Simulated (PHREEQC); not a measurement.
A solution holds 0.3 mol/kgw MgCl2, 0.00036 mol/kgw H3BO3 and 0.021 mol/kgw KBr, at 25 °C. Closed to the air; pH follows from the charge balance.

Computed with PHREEQC (ion-association model, phreeqc.dat).

No solid was allowed to form.

Q: Estimate the pH, activity of water.

A: pH 6.11; activity of water 0.984.

Ionic strength above about 0.7 mol/kgw puts this run outside the model's range.
